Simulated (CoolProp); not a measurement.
Properties of sulfur dioxide along the isotherm 525 K.

Values from CoolProp's reference Helmholtz-energy equation of state, Gao 2016.

```
p (MPa)  phase  density (kg/m³)  cp (kJ/(kg K))  Joule-Thomson coefficient (K/MPa)  isothermal compressibility (1/MPa)
-------  -----  ---------------  --------------  ---------------------------------  ----------------------------------
0.0125     gas           0.1835          0.7375                              7.539                               80.02
0.0194     gas           0.2848          0.7377                              7.539                               51.57
0.0302     gas           0.4435          0.7379                              7.538                               33.13
0.0471     gas           0.6920          0.7383                              7.538                               21.25
0.0733     gas            1.077          0.7389                              7.538                               13.66
0.114      gas            1.677          0.7398                              7.537                               8.794
0.178      gas            2.622          0.7412                              7.536                               5.640
0.277      gas            4.090          0.7434                              7.534                               3.632
0.431      gas            6.385          0.7470                              7.531                               2.342
0.671      gas            9.993          0.7526                              7.527                               1.512
1.04       gas            15.62          0.7615                              7.518                              0.9840
1.63       gas            24.81          0.7764                              7.501                              0.6365
2.53       gas            39.32          0.8010                              7.469                              0.4191
3.94       gas            63.39          0.8449                              7.396                              0.2790
```
